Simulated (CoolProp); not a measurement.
A simple Rankine cycle with R141b: condensing at 323.15 K, boiler at 2.32 MPa, turbine inlet 443.3 K, turbine efficiency 0.9, pump efficiency 0.8, no recuperator. Each further row changes one setting.

The numbers come from the reference Helmholtz-energy equation of state, Lemmon 2006 in CoolProp. It is a short technical equation, of lower accuracy than the large ones.

| case | thermal efficiency (%) | net work (kJ/kg) | heat in (kJ/kg) | turbine exit temperature (K) | volume ratio over the turbine |
|---|---|---|---|---|---|
| as stated | 18.0 | 51.6 | 286 | 347.5 | 13.9 |
| turbine inlet 463.3 K | 18.2 | 56.7 | 312 | 370.7 | 13.1 |
| condensing temperature 315.15 K | 19.2 | 56.8 | 296 | 340.3 | 17.7 |
| boiler pressure 1.62 MPa | 16.2 | 48.9 | 301 | 367.6 | 8.78 |
| turbine efficiency 0.8 | 15.9 | 45.6 | 286 | 354.5 | 14.2 |
